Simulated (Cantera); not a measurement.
Source: NASA polynomial tables (part measured, part estimated), evaluated in Cantera. Values are per mole of reaction as written; species without (g) are pure solids or liquids, kept so even where they would boil at 1 bar.

Problem. Between 1423 and 2173 K, where is each reaction favourable under standard conditions?
- MgCl2(g) + F2(g) = 2 Cl(g) + MgF2

Solution. 
- MgCl2(g) + F2(g) = 2 Cl(g) + MgF2: ΔG° is -383 kJ at 1423 K and -372 kJ at 2173 K; it stays negative (K > 1). ΔH° is -376 kJ and ΔS° -2 J/K at 2173 K.
